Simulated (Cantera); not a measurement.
**Hydrocarbon pyrolysis for carbon deposition**

A perfectly stirred reactor is fed with 37.9 % C3H8, 62.1 % H2, at 0.190 bar; it is held at 1550 K, and followed from long to short residence time.

Model: GRI-Mech 3.0 (53 species, 325 reactions), integrated in Cantera. GRI-Mech 3.0 was tuned for natural gas; its chemistry of propane as a main component is partial and can be far from experiment. GRI-Mech 3.0 stops at C3 and has no aromatics, soot or wall deposition, so with more carbon than oxygen in the feed, carbon stays in small species such as C2H2 where larger ones or solid carbon would form.

```tsv
τ (s)	x C3H8	x H2	x C2H4	x H	x CH2	x CH3	x C2H6
6.6	6.34e-6	0.692	0.00601	7.29e-5	9.85e-9	0.000111	1.44e-5
2.7	1.48e-5	0.683	0.00623	8.26e-5	1.56e-8	0.000156	2.49e-5
1.1	3.39e-5	0.673	0.00678	9.75e-5	2.62e-8	0.000226	4.50e-5
0.47	7.29e-5	0.662	0.00790	0.000117	4.40e-8	0.000323	7.95e-5
0.20	0.000156	0.650	0.0101	0.000142	7.49e-8	0.000465	0.000140
0.081	0.000344	0.636	0.0146	0.000175	1.30e-7	0.000685	0.000255
0.034	0.000733	0.620	0.0226	0.000212	2.19e-7	0.000991	0.000446
0.014	0.00159	0.601	0.0371	0.000257	3.65e-7	0.00144	0.000783
0.0058	0.00346	0.580	0.0608	0.000308	5.99e-7	0.00210	0.00137
0.0024	0.00760	0.557	0.0956	0.000362	9.80e-7	0.00309	0.00241
```
x: mole fraction; the columns are a selection and need not sum to one.
